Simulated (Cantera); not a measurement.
Input: 1 mol MgCO₃, 0.012 mol CO₂, 0.04 mol C, held at 0.0133 bar.

These are equilibrium values from Cantera (NASA tables, ideal gas, pure condensed phases), not measurements of a reactor. Candidate condensed phases: C, Mg, MgCO₃, MgO; 15 gas species. Kinetics and transport are ignored. All values below are at 2148 K.

Base state: CO₂ 0.808, CO 0.151, O₂ 0.0375, O 0.00323, Mg 0.000297, MgO 2.32e-5 (mole fractions); condensed: MgO(s).

Problem. What changes in the equilibrium state with this change: C from 0.04 to 0.0084 mol?

Solution. 
```csv
species,before,after
CO₂,0.808,0.815
CO,0.151,0.127
O₂,0.0375,0.0539
Mg,0.000297,0.000248
O,0.00323,0.00388
MgO,2.32e-5,2.32e-5
"MgO(s), mol",1.000,1.000
```
